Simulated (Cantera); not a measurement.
Cantera run:

```python
import numpy as np
import cantera as ct

gas_names = """
    AL ALCL ALCL2 ALCL3 ALH ALN ALO ALOCL ALOH ALO2 ALO2H AL2 AL2CL6 AL2O AL2O2 CL CLO CL2 H HALO HCL
    HNO HNO2 HNO3 HOCL HO2 H2 H2O H2O2 N NH NH2 NH3 NH2OH NO NO2 NO3 N2 N2H2 N2H4 N2O O OH O2 O3
""".split()
cond_names = """
    AL(cr) AL(L) ALCL3(s) ALCL3(L) ALN(s) AL2O3(a) AL2O3(L) H2O(s) H2O(L) NH4CL(a) NH4CL(b)
""".split()


def load(file, names, dense=False):
    # The tables refer to 1 bar. Condensed volumes are neglected.
    table = {s.name: s for s in ct.Species.list_from_file(file)}
    out = []
    for n in names:
        d = dict(table[n].input_data)
        d["thermo"] = dict(d["thermo"], **{"reference-pressure": 1e5})
        if dense:
            d["equation-of-state"] = {"model": "constant-volume", "density": "1e6 g/cm^3"}
        out.append(ct.Species.from_dict(d))
    return out


gas = ct.Solution(thermo="ideal-gas", species=load("nasa_gas.yaml", gas_names))
cond = {s.name: ct.Solution(thermo="fixed-stoichiometry", species=[s], name=s.name)
        for s in load("nasa_condensed.yaml", cond_names, dense=True)}
atoms = {
    'AlCl3': {'AL': 1, 'CL': 3},
    'H2O': {'H': 2, 'O': 1},
    'N2': {'N': 2},
    'HCl': {'H': 1, 'CL': 1},
}
top_T = {'ALN(s)': 2750}  # K; cautious upper limits of use, not melting points


def equilibrate(T, P, feed):
    n = {}
    for name, mol in feed.items():
        for a, k in atoms[name].items():
            n[a] = n.get(a, 0.0) + k * mol
    gas.TPX = T, P, n
    mass = sum(n.values()) * gas.mean_molecular_weight
    gas.equilibrate("TP")
    valid = [c for c in cond.values() if c.min_temp <= T <= top_T.get(c.name, c.max_temp)]
    mix = ct.Mixture([(gas, mass / gas.mean_molecular_weight)] + [(c, 0.0) for c in valid])
    mix.T, mix.P = T, P
    mix.equilibrate("TP", solver="vcs", rtol=1e-11, max_steps=5000)
    return mix


results = []
feed = {'AlCl3': 1, 'H2O': 9.3, 'N2': 32, 'HCl': 0.57}  # mol
P = 1333.22  # Pa
for T in [773, 873, 973, 1073, 1173, 1273, 1373, 1473, 1573, 1673, 1773, 1873, 1973]:
    mix = equilibrate(T, P, feed)
    results.append((T, P, feed, dict(zip(mix.species_names, mix.species_moles))))
    x = sorted(zip(gas.X, gas.species_names), reverse=True)
    print(f"T = {T:g} K  P = {P:g} Pa  gas = {mix.phase_moles(0):.4g} mol")
    print("   x: " + "  ".join(f"{s} {v:.3e}" for v, s in x if v > 1e-06))
    print("   condensed (mol): " + ("  ".join(f"{mix.phase(i).name} {mix.phase_moles(i):.4g}"
          for i in range(1, mix.n_phases) if mix.phase_moles(i) > 1e-12) or "none"))
```

Output:

```
T = 773 K  P = 1333.22 Pa  gas = 43.37 mol
   x: N2 7.378e-01  H2O 1.798e-01  HCL 8.231e-02
   condensed (mol): AL2O3(a) 0.5
T = 873 K  P = 1333.22 Pa  gas = 43.37 mol
   x: N2 7.378e-01  H2O 1.798e-01  HCL 8.231e-02
   condensed (mol): AL2O3(a) 0.5
T = 973 K  P = 1333.22 Pa  gas = 43.37 mol
   x: N2 7.378e-01  H2O 1.798e-01  HCL 8.231e-02
   condensed (mol): AL2O3(a) 0.5
T = 1073 K  P = 1333.22 Pa  gas = 43.37 mol
   x: N2 7.378e-01  H2O 1.798e-01  HCL 8.231e-02  CL 5.099e-06  H2 3.137e-06
   condensed (mol): AL2O3(a) 0.5
T = 1173 K  P = 1333.22 Pa  gas = 43.37 mol
   x: N2 7.378e-01  H2O 1.798e-01  HCL 8.229e-02  CL 2.058e-05  H2 1.274e-05
   condensed (mol): AL2O3(a) 0.5
T = 1273 K  P = 1333.22 Pa  gas = 43.37 mol
   x: N2 7.378e-01  H2O 1.798e-01  HCL 8.224e-02  CL 6.570e-05  H2 4.314e-05  O2 3.689e-06  OH 1.949e-06  NO 1.342e-06
   condensed (mol): AL2O3(a) 0.5
T = 1373 K  P = 1333.22 Pa  gas = 43.37 mol
   x: N2 7.378e-01  H2O 1.798e-01  HCL 8.213e-02  CL 1.757e-04  H2 1.248e-04  O2 1.366e-05  OH 8.286e-06  NO 4.845e-06
   condensed (mol): AL2O3(a) 0.5
T = 1473 K  P = 1333.22 Pa  gas = 43.38 mol
   x: N2 7.376e-01  H2O 1.797e-01  HCL 8.188e-02  CL 4.088e-04  H2 3.164e-04  O2 4.148e-05  OH 2.880e-05  NO 1.454e-05  H 1.949e-06
   condensed (mol): AL2O3(a) 0.5
T = 1573 K  P = 1333.22 Pa  gas = 43.4 mol
   x: N2 7.374e-01  H2O 1.794e-01  HCL 8.141e-02  CL 8.501e-04  H2 7.184e-04  O2 1.078e-04  OH 8.510e-05  NO 3.770e-05  H 9.438e-06  CL2 1.105e-06
   condensed (mol): AL2O3(a) 0.5
T = 1673 K  P = 1333.22 Pa  gas = 43.42 mol
   x: N2 7.369e-01  H2O 1.788e-01  HCL 8.060e-02  CL 1.611e-03  H2 1.485e-03  O2 2.477e-04  OH 2.202e-04  NO 8.679e-05  H 3.801e-05  O 4.556e-06  CL2 1.252e-06
   condensed (mol): AL2O3(a) 0.5
T = 1773 K  P = 1333.22 Pa  gas = 43.47 mol
   x: N2 7.360e-01  H2O 1.777e-01  HCL 7.930e-02  H2 2.831e-03  CL 2.822e-03  O2 5.145e-04  OH 5.100e-04  NO 1.811e-04  H 1.311e-04  O 1.844e-05  CL2 1.377e-06
   condensed (mol): AL2O3(a) 0.5
T = 1873 K  P = 1333.22 Pa  gas = 43.56 mol
   x: N2 7.345e-01  H2O 1.756e-01  HCL 7.734e-02  H2 5.027e-03  CL 4.618e-03  OH 1.075e-03  O2 9.821e-04  H 3.963e-04  NO 3.482e-04  O 6.416e-05  CL2 1.472e-06
   condensed (mol): AL2O3(a) 0.5
T = 1973 K  P = 1333.22 Pa  gas = 43.69 mol
   x: N2 7.321e-01  H2O 1.721e-01  HCL 7.458e-02  H2 8.376e-03  CL 7.117e-03  OH 2.086e-03  O2 1.743e-03  H 1.069e-03  NO 6.239e-04  O 1.961e-04  ALOCL 2.152e-06  CL2 1.529e-06
   condensed (mol): AL2O3(a) 0.4999
```

Cantera equilibrium calculation (NASA polynomials, part measured and part estimated; ideal gas, pure solids and liquids). Condensed phases not in the tables: AlOCl.
